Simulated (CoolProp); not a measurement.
Vapour-liquid equilibrium of CH2F2 (R32) (1) + R1234yf (2) at 40.85 °C; x and y are mole fractions of (1).

Model: multi-fluid Helmholtz-energy mixture model, Tillner-Roth 1997 and Lemmon 2022; pair parameters Bell 2023, in CoolProp.

Question: Give the bubble pressure and the first vapour's composition at x = 0.05, 0.2, 0.35. Is there an azeotrope?

Answer: x = 0.05: 1.139 MPa, y = 0.110; x = 0.2: 1.427 MPa, y = 0.359; x = 0.35: 1.694 MPa, y = 0.527. No azeotrope shows between x = 0.05 and 0.95.

Pair parameters are fitted to limited data, so mixtures are less certain than the pure fluids.
